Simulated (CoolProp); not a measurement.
Nitrogen along the isotherm 91.6 K: density (kg/m³) from the reference equation and from simpler models built on Tc = 126.2 K, pc = 33.96 bar, ω = 0.037; each cubic takes its own stable root.

Model: reference Helmholtz-energy equation of state, Span 2000, in CoolProp.

```json
[
 {"p (bar)": "0.537", "phase": "gas", "reference": "2.002", "van der Waals": "1.995", "Redlich-Kwong": "2.002", "Peng-Robinson": "2.003"},
 {"p (bar)": "0.867", "phase": "gas", "reference": "3.261", "van der Waals": "3.242", "Redlich-Kwong": "3.260", "Peng-Robinson": "3.263"},
 {"p (bar)": "1.4", "phase": "gas", "reference": "5.342", "van der Waals": "5.290", "Redlich-Kwong": "5.338", "Peng-Robinson": "5.348"},
 {"p (bar)": "2.26", "phase": "gas", "reference": "8.839", "van der Waals": "8.692", "Redlich-Kwong": "8.827", "Peng-Robinson": "8.852"},
 {"p (bar)": "3.66", "phase": "gas", "reference": "14.97", "van der Waals": "14.52", "Redlich-Kwong": "14.92", "Peng-Robinson": "14.99"},
 {"p (bar)": "5.91", "phase": "liquid", "reference": "737.4", "van der Waals": "24.80", "Redlich-Kwong": "730.2", "Peng-Robinson": "823.7"},
 {"p (bar)": "9.55", "phase": "liquid", "reference": "739.0", "van der Waals": "506.7", "Redlich-Kwong": "732.5", "Peng-Robinson": "826.0"},
 {"p (bar)": "15.4", "phase": "liquid", "reference": "741.4", "van der Waals": "511.2", "Redlich-Kwong": "736.1", "Peng-Robinson": "829.7"},
 {"p (bar)": "24.9", "phase": "liquid", "reference": "745.2", "van der Waals": "517.9", "Redlich-Kwong": "741.6", "Peng-Robinson": "835.4"},
 {"p (bar)": "40.3", "phase": "liquid", "reference": "751.0", "van der Waals": "527.2", "Redlich-Kwong": "749.9", "Peng-Robinson": "843.9"},
 {"p (bar)": "65", "phase": "liquid", "reference": "759.6", "van der Waals": "539.4", "Redlich-Kwong": "761.7", "Peng-Robinson": "856.1"},
 {"p (bar)": "105", "phase": "liquid", "reference": "772.0", "van der Waals": "554.8", "Redlich-Kwong": "778.0", "Peng-Robinson": "873.0"},
 {"p (bar)": "170", "phase": "liquid", "reference": "789.4", "van der Waals": "573.1", "Redlich-Kwong": "799.5", "Peng-Robinson": "895.4"}
]
```

At some of these states van der Waals gives the other phase, because its saturation line lies elsewhere.
